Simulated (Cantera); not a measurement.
Feed: 1 mol PbO, 110 mol H₂, held at 1375 K and 480 Pa.

Cantera equilibrium calculation (NASA polynomials, part measured and part estimated; ideal gas, pure solids and liquids). Candidate condensed phases: H₂O, Pb, PbO, PbO₂, Pb₃O₄; 12 gas species. Kinetics and transport are ignored.

Base state: H₂ 0.982, H₂O 0.00901, Pb 0.00901, H 4.90e-5 (mole fractions); condensed: gas only.

**Question.** What changes in the equilibrium state with this change: PbO replaced by FeS₂?

**Answer.** 
```tsv
species	before	after
H₂	0.982	0.990
H₂S	0	0.00981
S₂	0	0.000414
H₂O	0.00901	0
Pb	0.00901	0
SH	0	0.000191
H	4.90e-5	4.92e-5
Fe(γ), mol	0	0.192
FeS(s), mol	0	0.808
```
Metal and sulfide melt together well below either melting point, which pure phases cannot show. Mutual solubility and eutectic melting of coexisting phases are not modelled. FeS: taken at fixed stoichiometry. Further candidate phases: Fe, FeS, FeS₂, S.
